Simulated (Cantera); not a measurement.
An isothermal, constant-pressure homogeneous reactor starts with N₂O : H₂ : N₂ = 1 : 0.016 : 3.6 (molar parts), at 1425 K and 100.0 Torr. Integrator tolerance rtol = 1e-08.

Cantera simulation using GRI-Mech 3.0 (53 species, 325 reactions); the numbers are that mechanism's predictions, not measurements. GRI-Mech 3.0 was tuned for natural gas; its chemistry of N2O as a main component is partial and can be far from experiment. The temperature is held fixed by assumption; the heat of reaction is taken as removed at once.

Q: What does this change do: H2 0.016 to 0.003 parts?

A: 
```json
[
 {"quantity": "x(N₂O) at 2.00 s", "before": "0.00147 (gas-phase equilibrium 1.48e-8)", "after": "0.00163 (gas-phase equilibrium 1.50e-8)"},
 {"quantity": "x(H₂) at 2.00 s", "before": "1.04e-7 (gas-phase equilibrium 1.83e-8)", "after": "2.03e-8 (gas-phase equilibrium 3.41e-9)"},
 {"quantity": "x(O₂) at 2.00 s", "before": "0.0788 (gas-phase equilibrium 0.0960)", "after": "0.0788 (gas-phase equilibrium 0.0974)"},
 {"quantity": "x(HO₂) at 2.00 s", "before": "1.01e-8 (gas-phase equilibrium 6.57e-9)", "after": "4.56e-9 (gas-phase equilibrium 2.87e-9)"},
 {"quantity": "x(H₂O) at 2.00 s", "before": "0.00312 (gas-phase equilibrium 0.00313)", "after": "0.000584 (gas-phase equilibrium 0.000586)"},
 {"quantity": "x(NO) at 2.00 s", "before": "0.0337 (gas-phase equilibrium 0.000604)", "after": "0.0363 (gas-phase equilibrium 0.000609)"}
]
```
